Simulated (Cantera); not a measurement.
Premixed flame

A freely propagating, adiabatic, planar premixed flame of 23.9 % H₂, 16.0 % O₂, 60.1 % N₂, equivalence ratio 0.75, unburnt at 373 K and 1.48 atm; mixture-averaged transport, grid criteria slope 0.08 and curve 0.16, no radiation.

Computed with Cantera and the H2/O2 subset of GRI-Mech 3.0, which has no nitrogen chemistry. Burning velocities carry a grid error of a few per cent, more on coarse grids.

| z (mm) | T (K) | u (m/s) | x H₂ | x O₂ | x H₂O | x H₂O₂ | x O | x HO₂ |
|---|---|---|---|---|---|---|---|---|
| -0.660 | 373 | 2.05 | 0.239 | 0.160 | <1e-8 | <1e-8 | <1e-8 | <1e-8 |
| -0.440 | 373 | 2.05 | 0.239 | 0.160 | 1.18e-7 | <1e-8 | <1e-8 | <1e-8 |
| -0.330 | 373 | 2.05 | 0.239 | 0.160 | 1.09e-6 | <1e-8 | <1e-8 | 3.68e-8 |
| -0.220 | 374 | 2.05 | 0.236 | 0.160 | 2.64e-5 | 2.04e-7 | 3.09e-8 | 1.13e-6 |
| -0.110 | 424 | 2.26 | 0.212 | 0.164 | 0.00284 | 2.80e-5 | 2.66e-6 | 0.000181 |
| -0.0550 | 708 | 3.63 | 0.165 | 0.158 | 0.0321 | 8.74e-5 | 0.000163 | 0.000444 |
| 0 | 1131 | 5.67 | 0.101 | 0.128 | 0.102 | 2.52e-5 | 0.00226 | 0.000189 |
| 0.0550 | 1437 | 7.14 | 0.0481 | 0.0869 | 0.174 | 6.19e-6 | 0.00651 | 9.87e-5 |
| 0.110 | 1610 | 7.98 | 0.0251 | 0.0647 | 0.210 | 3.23e-6 | 0.00848 | 6.12e-5 |
| 0.220 | 1782 | 8.78 | 0.0154 | 0.0542 | 0.229 | 1.56e-6 | 0.00761 | 3.72e-5 |
| 0.440 | 1926 | 9.42 | 0.0107 | 0.0505 | 0.242 | 8.21e-7 | 0.00497 | 2.18e-5 |
| 0.880 | 2030 | 9.86 | 0.00613 | 0.0485 | 0.252 | 4.93e-7 | 0.00265 | 1.14e-5 |
| 1.76 | 2091 | 10.1 | 0.00286 | 0.0478 | 0.259 | 3.14e-7 | 0.00120 | 5.70e-6 |
x: mole fraction of selected species; z is measured from the peak of heat release.

| Quantity | Result |
|---|---|
| laminar burning velocity | 205 cm/s |
| thermal thickness | 0.220 mm |
| peak x(H₂O₂) | 8.94e-5 |
| peak x(O) | 0.00859 |
| peak x(HO₂) | 0.000535 |
| grid points | 110 |
